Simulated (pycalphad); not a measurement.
Source of the numbers: pycalphad with the COST 507 light-alloy database (1999); pressure 1 atm. The database dates from 1999; later assessments differ in places, in temperatures and in the compounds included. Phase fractions are per mole of atoms. Diffusion is slow at the low end, where real alloys seldom reach equilibrium.

Q: Give the equilibrium state of Mg-52.2Si (at.%) at 377 °C.

A: 
```
T = 650.00 K, P = 101325 Pa, N = 1 mol of atoms
G = -34372 J/mol, H = -7339 J/mol, S = 41.59 J/(mol K)  (SER reference)
chemical potentials (J/mol): Mg -54852, Si -15618
phase             fraction      x(Mg)      x(Si)
MG2SI               0.7170     0.6667     0.3333
DIAMOND_A4          0.2830       none     1.0000
```

Q: Give the equilibrium state of Mg-52.2Si (at.%) at 952 °C.

A: liquid, fraction 0.937, with 53.5 Si at.%; MG2SI, fraction 0.063, with 33.3 Si at.%.

Database names, with the compositions (at.%) that they take in these runs: MG2SI: Mg 67 Si 33. DIAMOND_A4 is diamond (Si). An entry "none" or "no" means that the model of the phase leaves that element out.
